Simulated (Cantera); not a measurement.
A freely propagating, adiabatic, planar premixed flame of 7.53 % C2H6, 18.8 % O2, 70.8 % N2, 2.86 % H2O, equivalence ratio 1.4, unburnt at 400 K and 0.370 bar; mixture-averaged transport, grid criteria slope 0.08 and curve 0.16, no radiation.

Cantera simulation using GRI-Mech 3.0 (53 species, 325 reactions); the numbers are that mechanism's predictions, not measurements. Burning velocities carry a grid error of a few per cent, more on coarse grids.

**Question.** Predict: laminar burning velocity; thermal thickness; peak x(H2); peak x(CO); peak x(CH2O).

**Answer.** 
| Property | Result |
|---|---|
| laminar burning velocity | 51.4 cm/s |
| thermal thickness | 1.10 mm |
| peak x(H2) | 0.0568 |
| peak x(CO) | 0.0921 |
| peak x(CH2O) | 0.00218 |
